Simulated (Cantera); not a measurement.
A freely propagating, adiabatic, planar premixed flame of C3H8 : O2 : N2 = 1 : 5.68 : 21.4 (molar parts), equivalence ratio 0.88, unburnt at 675 K and 750 Torr; mixture-averaged transport, grid criteria slope 0.08 and curve 0.16, no radiation.

Computed with Cantera and GRI-Mech 3.0 (53 species, 325 reactions). GRI-Mech 3.0 was tuned for natural gas; its chemistry of propane as a main component is partial and can be far from experiment. Burning velocities carry a grid error of a few per cent, more on coarse grids.

Q: Predict: laminar burning velocity; thermal thickness; peak x(CH2); peak x(CH2CO); peak x(OH).

A: laminar burning velocity: 188 cm/s
thermal thickness: 0.268 mm
peak x(CH2): 6.27e-5
peak x(CH2CO): 0.00145
peak x(OH): 0.0110
